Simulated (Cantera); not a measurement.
A Cantera script and what it prints.

```python
import numpy as np
import cantera as ct

gas_names = """
    H HO2 H2 H2O H2O2 O OH O2 O3 Pb PbO Pb2
""".split()
cond_names = """
    H2O(s) H2O(L) Pb(cr) Pb(L) PbO(rd) PbO(yw) PbO(L) PbO2(s) Pb3O4(s)
""".split()


# ... load() reads the species with a 1 bar reference pressure and builds the phases ...
atoms = {
    'PbO': {'Pb': 1, 'O': 1},
    'H2': {'H': 2},
    'H2O': {'H': 2, 'O': 1},
}
top_T = {'Pb3O4(s)': 820}  # K; cautious upper limits of use, not melting points


# ... equilibrate(T, P, feed) seeds the gas with the atoms and calls Mixture.equilibrate('TP', solver="vcs", rtol=1e-11, max_steps=5000) ...
results = []
feed = {'PbO': 1, 'H2': 98, 'H2O': 3.9}  # mol
T = 2198  # K
P = 133.322  # Pa
mix = equilibrate(T, P, feed)
results.append((T, P, feed, dict(zip(mix.species_names, mix.species_moles))))
x = sorted(zip(gas.X, gas.species_names), reverse=True)
print(f"T = {T:g} K  P = {P:g} Pa  gas = {mix.phase_moles(0):.4g} mol")
print("   x: " + "  ".join(f"{s} {v:.3e}" for v, s in x if v > 1e-05))
print("   condensed (mol): " + ("  ".join(f"{mix.phase(i).name} {mix.phase_moles(i):.4g}"
      for i in range(1, mix.n_phases) if mix.phase_moles(i) > 1e-12) or "none"))
```

Output:

```
T = 2198 K  P = 133.322 Pa  gas = 110.6 mol
   x: H2 8.094e-01  H 1.372e-01  H2O 4.317e-02  Pb 9.041e-03  OH 1.018e-03  O 1.204e-04
   condensed (mol): none
```

Method: chemical equilibrium by Gibbs-energy minimisation in Cantera with the NASA 1993 tables (ideal gas, pure condensed phases).
